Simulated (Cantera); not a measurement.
## Iron carbonyl, mercury and lead vapours: Fe(CO)₅ + N₂

A closed system holds: 1 mol Fe(CO)₅, a varied amount of N₂, at 1500 K and 14.3 Torr.

Equilibrium computed with Cantera from the NASA thermochemical tables; the gas is ideal and each condensed phase is pure. Candidate condensed phases: C, Fe, Fe(CO)₅, FeO, Fe₂O₃, Fe₃O₄; 27 gas species. Equilibrium is a limit: real reactors are often held back by kinetics, nucleation or transport.

From 0.35 mol N₂ to 23 mol N₂ the condensed part is Fe(γ). The main Fe-bearing gas is Fe throughout.

| n(N₂) (mol) | x CO | x N₂ | x CO₂ | x Fe | x C₂N₂ | n Fe(γ) |
|---|---|---|---|---|---|---|
| 0.35 | 0.935 | 0.0654 | 1.10e-5 | 7.89e-6 | 2.27e-10 | 1.000 |
| 0.71 | 0.876 | 0.124 | 9.67e-6 | 7.89e-6 | 4.31e-10 | 1.000 |
| 1.4 | 0.781 | 0.219 | 7.70e-6 | 7.89e-6 | 7.58e-10 | 1.000 |
| 2.8 | 0.641 | 0.359 | 5.18e-6 | 7.89e-6 | 1.24e-9 | 1.000 |
| 5.7 | 0.467 | 0.533 | 2.75e-6 | 7.89e-6 | 1.85e-9 | 1.000 |
| 11 | 0.312 | 0.687 | 1.23e-6 | 7.89e-6 | 2.38e-9 | 1.000 |
| 23 | 0.179 | 0.821 | 4.02e-7 | 7.89e-6 | 2.85e-9 | 1.000 |
x: gas mole fraction; n: condensed amount in mol.
